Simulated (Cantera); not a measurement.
What does this Cantera script print?

```python
import numpy as np
import cantera as ct

gas = ct.Solution("h2o2.yaml")
gas.TPX = 775, 100000, {'H2': 0.44, 'O2': 1, 'N2': 5.8, 'H2O': 0.42}
reactor = ct.IdealGasConstPressureReactor(gas, energy="off", clone=False)
net = ct.ReactorNet([reactor])
net.rtol, net.atol = 1e-08, 1e-18
show = ['H2', 'O2', 'HO2', 'H2O', 'O', 'H']
times = np.geomspace(1e-06, 200, 13)

steps = ct.SolutionArray(gas, extra=["t"])
rows = []
print(f"{'t/s':>10s}{'T/K':>9s}{'P/Pa':>11s}" + "".join(f"{s:>11s}" for s in show))
for t in times:
    while net.time < t:
        t_next = net.step()
        steps.append(gas.state, t=t_next)
    rows.append([np.interp(t, steps.t, y) for y in (steps.T, steps.P, *steps(*show).X.T)])
    print(f"{t:10.3e}{rows[-1][0]:9.1f}{rows[-1][1]:11.4g}" + "".join(f"{x:11.3e}" for x in rows[-1][2:]))
rate = np.gradient(steps.T, steps.t)
print("integrator steps:", len(steps.t))
if steps.T.max() > steps.T[0] + 200:
    print(f"time of steepest temperature rise: {steps.t[rate.argmax()]:.4e} s")
gas.TPX = 775, 100000, {'H2': 0.44, 'O2': 1, 'N2': 5.8, 'H2O': 0.42}
gas.equilibrate("TP")
print(f"equilibrium (TP): T = {gas.T:.1f} K  " + "  ".join(f"{s} {gas[s].X[0]:.3e}" for s in show))
```

Output:

```
       t/s      T/K       P/Pa         H2         O2        HO2        H2O          O          H
 1.000e-06    775.0      1e+05  5.744e-02  1.305e-01  2.177e-15  5.483e-02  8.269e-18  1.608e-15
 4.918e-06    775.0      1e+05  5.744e-02  1.305e-01  1.396e-14  5.483e-02  1.295e-16  4.631e-15
 2.418e-05    775.0      1e+05  5.744e-02  1.305e-01  8.626e-14  5.483e-02  8.300e-16  6.006e-15
 1.189e-04    775.0      1e+05  5.744e-02  1.305e-01  4.550e-13  5.483e-02  1.575e-15  6.212e-15
 5.848e-04    775.0      1e+05  5.744e-02  1.305e-01  2.278e-12  5.483e-02  1.605e-15  6.227e-15
 2.876e-03    775.0      1e+05  5.744e-02  1.305e-01  1.124e-11  5.483e-02  1.615e-15  6.267e-15
 1.414e-02    775.0      1e+05  5.744e-02  1.305e-01  5.535e-11  5.483e-02  1.665e-15  6.461e-15
 6.955e-02    775.0      1e+05  5.744e-02  1.305e-01  2.729e-10  5.483e-02  1.915e-15  7.431e-15
 3.420e-01    775.0      1e+05  5.744e-02  1.305e-01  1.368e-09  5.483e-02  3.246e-15  1.259e-14
 1.682e+00    775.0      1e+05  5.744e-02  1.305e-01  8.247e-09  5.483e-02  1.341e-14  5.202e-14
 8.270e+00    775.0      1e+05  5.744e-02  1.305e-01  9.764e-08  5.483e-02  2.441e-13  9.473e-13
 4.067e+01    775.0      1e+05  5.733e-02  1.305e-01  6.742e-07  5.493e-02  6.852e-12  2.671e-11
 2.000e+02    775.0      1e+05  4.454e-02  1.246e-01  2.792e-06  6.817e-02  1.156e-10  3.989e-10
integrator steps: 557
equilibrium (TP): T = 775.0 K  H2 5.638e-15  O2 1.048e-01  HO2 5.736e-12  H2O 1.156e-01  O 7.668e-15  H 7.496e-20
```

Model: the H2/O2 subset of GRI-Mech 3.0, which has no nitrogen chemistry, integrated in Cantera. Below about 950 K walls govern HO2 and H2O2 in real vessels. The temperature is held fixed by assumption; the heat of reaction is taken as removed at once.
